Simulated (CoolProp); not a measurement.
R123 at 293.15 K and 0.0502 MPa is throttled through a valve to 0.00737 MPa with no heat exchange. Each further row changes one setting.

The numbers come from the reference Helmholtz-energy equation of state, Younglove 1994 in CoolProp. It is a modified Benedict-Webb-Rubin equation, recast in Helmholtz form.

| case | temperature change (K) | final density (kg/m³) |
|---|---|---|
| as stated | -1.7 | ___ |
| outlet pressure 0.00221 MPa | ___ | ___ |
| outlet pressure 0.00958 MPa | ___ | ___ |

### Question
Some entries are withheld; supply them.

### Answer

- as stated, final density (kg/m³): 0.467
- outlet pressure 0.00221 MPa, temperature change (K): -1.9
- outlet pressure 0.00221 MPa, final density (kg/m³): 0.140
- outlet pressure 0.00958 MPa, temperature change (K): -1.6
- outlet pressure 0.00958 MPa, final density (kg/m³): 0.607
